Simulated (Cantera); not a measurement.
# Hydrocarbon pyrolysis for carbon deposition

An isothermal, constant-pressure homogeneous reactor starts with 41.7 % C₂H₆, 58.3 % H₂, at 1800 K and 2670 Pa.

Computed with Cantera and GRI-Mech 3.0 (53 species, 325 reactions). GRI-Mech 3.0 stops at C3 and has no aromatics, soot or wall deposition, so with more carbon than oxygen in the feed, carbon stays in small species such as C2H2 where larger ones or solid carbon would form. Radical loss at walls, strong at low pressure, is not modelled.

| t (s) | x C₂H₆ | x H₂ | x C₂H₄ | x CH₃ | x C₂H | x CH₄ | x CH₂ |
|---|---|---|---|---|---|---|---|
| 6.00e-6 | 0.394 | 0.575 | 0.000634 | 0.0239 | 1.40e-12 | 0.00316 | 8.65e-6 |
| 1.75e-5 | 0.333 | 0.563 | 0.0117 | 0.0546 | 1.32e-9 | 0.0213 | 5.77e-5 |
| 5.13e-5 | 0.160 | 0.532 | 0.0691 | 0.101 | 2.58e-7 | 0.110 | 0.000124 |
| 0.000150 | 0.0125 | 0.526 | 0.0967 | 0.0674 | 5.34e-6 | 0.235 | 8.98e-5 |
| 0.000438 | 0.00115 | 0.581 | 0.0528 | 0.0222 | 5.22e-6 | 0.223 | 2.79e-5 |
| 0.00128 | 0.000312 | 0.617 | 0.0226 | 0.00934 | 3.25e-6 | 0.197 | 9.85e-6 |
| 0.00375 | 0.000128 | 0.642 | 0.00701 | 0.00545 | 2.45e-6 | 0.172 | 4.99e-6 |
| 0.0110 | 7.31e-5 | 0.670 | 0.00271 | 0.00411 | 2.51e-6 | 0.135 | 3.90e-6 |
| 0.0320 | 3.03e-5 | 0.710 | 0.00110 | 0.00271 | 2.92e-6 | 0.0826 | 3.08e-6 |
| 0.0936 | 6.66e-6 | 0.745 | 0.000310 | 0.00133 | 3.58e-6 | 0.0352 | 2.08e-6 |
| 0.274 | 7.75e-7 | 0.763 | 0.000130 | 0.000485 | 4.43e-6 | 0.0107 | 1.08e-6 |
| 0.800 | 6.73e-8 | 0.769 | 0.000110 | 0.000147 | 4.89e-6 | 0.00295 | 3.92e-7 |
| 2.34 | 8.37e-9 | 0.770 | 0.000108 | 4.94e-5 | 4.98e-6 | 0.000976 | 1.38e-7 |
| 6.84 | 3.14e-9 | 0.771 | 0.000108 | 2.68e-5 | 4.99e-6 | 0.000529 | 7.58e-8 |
| 20.0 | 2.88e-9 | 0.771 | 0.000108 | 2.51e-5 | 4.99e-6 | 0.000496 | 7.11e-8 |
x: mole fraction; the columns are a selection and need not sum to one.

Equilibrium at this temperature and pressure: C₂H₆ 2.88e-9, H₂ 0.771, C₂H₄ 0.000108, CH₃ 2.51e-5, C₂H 4.99e-6, CH₄ 0.000496, CH₂ 7.11e-8 (gas phase only).
